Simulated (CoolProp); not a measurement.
A single-stage vapour-compression cycle with R125: evaporating at 230.15 K (dew point), condensing at 268.15 K (bubble point), superheat 2 K, subcooling 5 K, compressor efficiency 0.85, no pressure losses. Each further row changes one setting.

The numbers come from the reference Helmholtz-energy equation of state, Lemmon 2005 in CoolProp.

```tsv
case	cooling COP	pressure ratio	discharge temperature (K)	refrigerating effect (kJ/kg)	volumetric capacity (kJ/m³)
as stated	[?]	4.42	278.7	124	1050
evaporating temperature 235.15 K	5.34	[?]	277.1	127	[?]
condensing temperature 263.15 K	5.26	[?]	[?]	130	1100
subcooling 10 K	[?]	4.42	278.7	130	1100
superheat 12 K	4.45	4.42	[?]	131	[?]
compressor efficiency 0.75	3.91	4.42	283.1	124	1050
```

Task: Fill in the missing entries.

Result: 
- as stated, cooling COP: 4.43
- evaporating temperature 235.15 K, pressure ratio: 3.52
- evaporating temperature 235.15 K, volumetric capacity (kJ/m³): 1330
- condensing temperature 263.15 K, pressure ratio: 3.73
- condensing temperature 263.15 K, discharge temperature (K): 273.1
- subcooling 10 K, cooling COP: 4.65
- superheat 12 K, discharge temperature (K): 289.0
- superheat 12 K, volumetric capacity (kJ/m³): 1060
